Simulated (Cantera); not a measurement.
A closed system holds: 1 mol Si3H8, 0.044 mol Cl2, 9.7 mol N2, held at 1400 Pa.

These are equilibrium values from Cantera (NASA tables, ideal gas, pure condensed phases), not measurements of a reactor. Candidate condensed phases: NH4Cl, Si, Si3N4; 28 gas species. The feed counts by its element totals alone. N2 is the only nitrogen source here; it is nearly inert below about 1500 K, so the nitride shown seldom forms there in practice. The numbers say what is thermodynamically allowed, not how fast it happens. All values below are at 1298 K.

Base state: N2 0.656, H2 0.337, HCl 0.00749 (mole fractions); condensed: Si3N4(s).

### Question
What changes in the equilibrium state with this change: Si3H8 replaced by SiHCl3?

### Answer
| species | before | after |
|---|---|---|
| N2 | 0.656 | 0.861 |
| HCl | 0.00749 | 0.0802 |
| SiCl4 | 1.09e-9 | 0.0447 |
| H2 | 0.337 | 0.00550 |
| SiCl3 | 1.06e-8 | 0.00518 |
| SiHCl3 | 2.21e-9 | 0.000138 |
| Si3N4(s), mol | 1.000 | 0.138 |
The tables' values for SiCl3 are old estimates; treat these amounts as uncertain.
